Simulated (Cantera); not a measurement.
An adiabatic, constant-volume homogeneous reactor starts with CO : H2 : O2 : N2 = 1 : 0.083 : 0.95 : 2.4 (molar parts), equivalence ratio 0.57, at 1048 K and 8.59 atm.

Model: GRI-Mech 3.0 (53 species, 325 reactions), integrated in Cantera. The hydrogen kinetics of GRI-Mech 3.0 are dated; newer H2 mechanisms differ, most at raised pressure.

### Question
Predict: time of steepest temperature rise; temperature at 0.500 s; equilibrium temperature; x(CO) at 0.500 s; x(H2) at 0.500 s; x(O2) at 0.500 s; x(H2O) at 0.500 s; x(H2O2) at 0.500 s.

### Answer
```json
{
  "time_of_steepest_temperature_rise": "1.17 ms",
  "temperature at 0.500 s": "2894 K",
  "equilibrium_temperature": "2894 K",
  "x(CO) at 0.500 s": "0.0329 (gas-phase equilibrium 0.0329)",
  "x(H2) at 0.500 s": "0.000356 (gas-phase equilibrium 0.000356)",
  "x(O2) at 0.500 s": "0.102 (gas-phase equilibrium 0.102)",
  "x(H2O) at 0.500 s": "0.0169 (gas-phase equilibrium 0.0169)",
  "x(H2O2) at 0.500 s": "3.70e-7 (gas-phase equilibrium 3.70e-7)"
}
```
